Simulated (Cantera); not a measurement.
Input (Python, Cantera):

```python
import numpy as np
import cantera as ct

gas = ct.Solution("gri30.yaml")
gas.TPX = 2225, 6600, {'CH4': 0.033, 'H2': 1, 'N2': 0.01}
inlet = ct.Reservoir(gas, clone=True)

reactor = ct.IdealGasConstPressureReactor(gas, energy="off", clone=False)
exhaust = ct.Reservoir(gas, clone=True)
tau = [11, 3.4, 1.1, 0.35, 0.11, 0.036, 0.012, 0.0037, 0.0012, 0.00039, 0.00012][0]
for a, b in ((inlet, reactor), (reactor, exhaust)):
    ct.MassFlowController(a, b, mdot=lambda t: reactor.mass / tau)
net = ct.ReactorNet([reactor])
show = ['CH4', 'H2', 'C2H4', 'CH2', 'HCN', 'C2H6']

rows = []
print(f"{'tau/s':>10s}{'T/K':>9s}" + "".join(f"{s:>11s}" for s in show))
for tau in [11, 3.4, 1.1, 0.35, 0.11, 0.036, 0.012, 0.0037, 0.0012, 0.00039, 0.00012]:
    net.initial_time = 0.0
    net.advance(30 * tau)
    before = gas.X
    net.advance(40 * tau)
    drift = np.max(np.abs(gas.X - before) / (gas.X + 1e-9))
    rows.append([gas.T, *gas[show].X, drift])
    print(f"{tau:10.3e}{gas.T:9.1f}" + "".join(f"{x:11.3e}" for x in gas[show].X))
```

It prints:

```
     tau/s      T/K        CH4         H2       C2H4        CH2        HCN       C2H6
 1.100e+01   2225.0  8.400e-05  9.510e-01  2.054e-06  1.544e-06  2.779e-04  1.457e-10
 3.400e+00   2225.0  1.455e-04  9.513e-01  2.102e-06  2.589e-06  1.457e-04  4.242e-10
 1.100e+00   2225.0  2.640e-04  9.520e-01  2.222e-06  4.372e-06  7.751e-05  1.349e-09
 3.500e-01   2225.0  5.161e-04  9.533e-01  2.583e-06  7.368e-06  3.866e-05  4.844e-09
 1.100e-01   2225.0  1.090e-03  9.552e-01  3.756e-06  1.206e-05  1.746e-05  1.942e-08
 3.600e-02   2225.0  2.340e-03  9.571e-01  7.507e-06  1.842e-05  7.281e-06  7.761e-08
 1.200e-02   2225.0  4.953e-03  9.580e-01  1.905e-05  2.597e-05  2.709e-06  2.925e-07
 3.700e-03   2225.0  1.037e-02  9.573e-01  5.252e-05  3.299e-05  7.645e-07  1.026e-06
 1.200e-03   2225.0  1.834e-02  9.553e-01  1.058e-04  3.275e-05  1.668e-07  2.377e-06
 3.900e-04   2225.0  2.632e-02  9.547e-01  1.065e-04  1.858e-05  1.694e-08  2.599e-06
 1.200e-04   2225.0  3.020e-02  9.568e-01  2.530e-05  3.502e-06  3.274e-10  7.371e-07
```

Model: GRI-Mech 3.0 (53 species, 325 reactions), integrated in Cantera. GRI-Mech 3.0 stops at C3 and has no aromatics, soot or wall deposition, so with more carbon than oxygen in the feed, carbon stays in small species such as C2H2 where larger ones or solid carbon would form.
